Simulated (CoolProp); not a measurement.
The numbers come from the reference Helmholtz-energy equation of state, Bücker 2006 in CoolProp.

Problem. Give the vapour pressure (kPa), liquid density (kg/m³), vapour Z, surface tension (mN/m) of saturated isobutane at 377.3 K.

Solution. 
| T (K) | p (kPa) | liquid density (kg/m³) | vapour Z | surface tension (mN/m) |
|---|---|---|---|---|
| 377.3 | 2140 | 420 | 0.635 | 2.01 |

Surface tension comes from a separate correlation (Mulero 2012).
